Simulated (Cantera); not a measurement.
Input: 1 mol PbO, 0.2 mol O2, 1.9 mol N2, held at 10.0 mbar.

Method: chemical equilibrium by Gibbs-energy minimisation in Cantera with the NASA 1993 tables (ideal gas, pure condensed phases). Candidate condensed phases: Pb, PbO, PbO2, Pb3O4; 12 gas species. Kinetics and transport are ignored.

log p: log10 of the partial pressure in bar; n: condensed amount in mol.

| T (K) | log p N2 | log p O2 | log p PbO | log p NO | n PbO(yellow) | n PbO(l) |
|---|---|---|---|---|---|---|
| 950 | -2.04 | -3.02 | ___ | -6.90 | 1.000 | 0 |
| 975 | -2.04 | -3.02 | ___ | -6.77 | 1.000 | 0 |
| 1000 | -2.04 | -3.02 | ___ | -6.65 | 1.000 | 0 |
| 1025 | -2.04 | -3.02 | ___ | -6.53 | 1.000 | 0 |
| 1050 | -2.04 | -3.02 | ___ | -6.42 | 1.000 | 0 |
| 1075 | -2.04 | -3.02 | ___ | -6.31 | 0.999 | 0 |
| 1100 | -2.04 | -3.02 | ___ | -6.21 | 0.999 | 0 |
| 1125 | -2.04 | -3.02 | ___ | -6.12 | 0.997 | 0 |
| 1150 | -2.04 | -3.02 | ___ | -6.02 | 0.995 | 0 |
| 1175 | -2.05 | -3.02 | ___ | -5.94 | 0 | 0.991 |
| 1200 | -2.05 | -3.02 | ___ | -5.85 | 0 | 0.985 |

### Question
What belongs in the gaps?

### Answer

- 950, log p PbO: -7.28
- 975, log p PbO: -6.89
- 1000, log p PbO: -6.52
- 1025, log p PbO: -6.16
- 1050, log p PbO: -5.83
- 1075, log p PbO: -5.51
- 1100, log p PbO: -5.21
- 1125, log p PbO: -4.92
- 1150, log p PbO: -4.64
- 1175, log p PbO: -4.39
- 1200, log p PbO: -4.17
